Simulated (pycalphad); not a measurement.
CALPHAD calculation (pycalphad, COST 507 light-alloy database (1999)), 1 atm. These are 1990s assessments: newer ones move some temperatures and phases. Phase fractions are per mole of atoms.

Question: Give the equilibrium state of Si-0.29Sn (at.%) at 1337 °C.

Answer: 
```
T = 1610.00 K, P = 101325 Pa, N = 1 mol of atoms
G = -63730 J/mol, H = 34003 J/mol, S = 60.70 J/(mol K)  (SER reference)
chemical potentials (J/mol): Si -63504, Sn -141562
phase             fraction      x(Si)      x(Sn)
DIAMOND_A4          0.9945     1.0000    2.2e-07
LIQUID              0.0055     0.4768     0.5232
```

DIAMOND_A4 is diamond (Si).
